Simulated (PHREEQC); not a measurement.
Synthetic water in mmol/kgw, 18 °C, pH 1.8, pe 9.2: Na 84.3; K 4.21; Ca 11.7; Mg 3.85; Cl 19.6; S(6) 70.3; Zn 0.0119; Pb 0.138; Fe(3) 3.85; Cu(2) 3.56.

Valence states are taken as typed.

The numbers come from PHREEQC with the ion-association model, phreeqc.dat.

```json
{
  "ionic_strength": "0.168 mol/kgw",
  "density": "1.008 g/cm³",
  "total_alkalinity": "-47.3 meq/kg",
  "charge_balance_error": "7.4 %"
}
```

| species | molality | activity | log γ |
|---|---|---|---|
| Na+ | 0.0801 | 0.0608 | -0.120 |
| SO4-2 | 0.0345 | 0.0109 | -0.502 |
| H+ | 0.0197 | 0.0158 | -0.094 |
| Cl- | 0.0195 | 0.0143 | -0.136 |
| HSO4- | 0.0191 | 0.0144 | -0.121 |
| Ca+2 | 0.00697 | 0.00238 | -0.467 |
| CaSO4 | 0.00419 | 0.00435 | 0.017 |
| NaSO4- | 0.00417 | 0.00317 | -0.120 |

This is a speciation only: nothing precipitates in the calculation. Saturation is exceeded, for instance for Anglesite, Hematite (slow to form); the values hold only as long as no solid forms.
